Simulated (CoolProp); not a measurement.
Values from CoolProp's reference Helmholtz-energy equation of state, Lemmon 2006. It is a short technical equation, of lower accuracy than the large ones.

Question: Give the vapour pressure (kPa), enthalpy of vaporisation (kJ/kg), liquid cp (kJ/(kg K)), vapour Z of saturated CH3F (R41) at 250.5, 283.2 K.

Answer: 
| T (K) | p (kPa) | enthalpy of vaporisation (kJ/kg) | liquid cp (kJ/(kg K)) | vapour Z |
|---|---|---|---|---|
| 250.5 | 1050 | 391 | 2.32 | 0.818 |
| 283.2 | 2660 | 300 | 2.89 | 0.662 |
